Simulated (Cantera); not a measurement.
Charge: 1 mol SiHCl3, 1.6 mol HCl, 34 mol H2, held at 0.00580 bar.

These are equilibrium values from Cantera (NASA tables, ideal gas, pure condensed phases), not measurements of a reactor. Candidate condensed phases: Si; 19 gas species. The tables' values for SiCl3, SiCl are old estimates; treat these amounts as uncertain. Kinetics and transport are ignored. All values below are at 1575 K.

Base state: H2 0.900, HCl 0.0769, SiCl2 0.0223, H 0.000518, SiCl3 0.000217, Cl 3.52e-5, SiCl 2.43e-5 (mole fractions); condensed: Si(s).

What changes in the equilibrium state with this change: SiHCl3 replaced by Si2H6?


```json
[
 {"species": "H2", "before": "0.900", "after": "0.962"},
 {"species": "HCl", "before": "0.0769", "after": "0.0335"},
 {"species": "SiCl2", "before": "0.0223", "after": "0.00395"},
 {"species": "SiCl3", "before": "0.000217", "after": "1.62e-5"},
 {"species": "SiCl", "before": "2.43e-5", "after": "1.02e-5"},
 {"species": "Cl", "before": "3.52e-5", "after": "1.48e-5"},
 {"species": "H", "before": "0.000518", "after": "0.000535"},
 {"species": "Si(s), mol", "before": "0.151", "after": "1.85"}
]
```
The feed counts by its element totals alone.
